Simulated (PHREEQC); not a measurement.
A solution holds 0.24 mol/kgw HF, 0.091 mol/kgw NaF and 7.2e-05 mol/kgw KCl, at 25 °C. Closed to the air; pH follows from the charge balance.

All values are PHREEQC results (ion-association model, phreeqc.dat), not measurements.

Each row changes one thing in this solution. This is a speciation only: nothing precipitates in the calculation.

```tsv
case	pH	ionic strength (mol/kgw)	HF (mol/kgw)	F- (mol/kgw)	HF2- (mol/kgw)	NaF (mol/kgw)
as made	2.49	0.0934	0.196	0.0533	0.0400	0.00162
diluted 100-fold with water	3.15	0.00165	0.00165	0.00163	1.04e-5	7.81e-7
NaF from 0.091 to 0.1 mol/kgw	2.53	0.102	0.193	0.0585	0.0432	0.00192
diluted 2-fold with water	2.60	0.0479	0.103	0.0342	0.0136	0.000590
0.065 mol/kgw NaCl added	2.45	0.158	0.196	0.0531	0.0397	0.00250
KCl replaced by KBr at the same molality	2.49	0.0934	0.196	0.0533	0.0400	0.00162
```

Complexes and solids missing from the database can't appear.
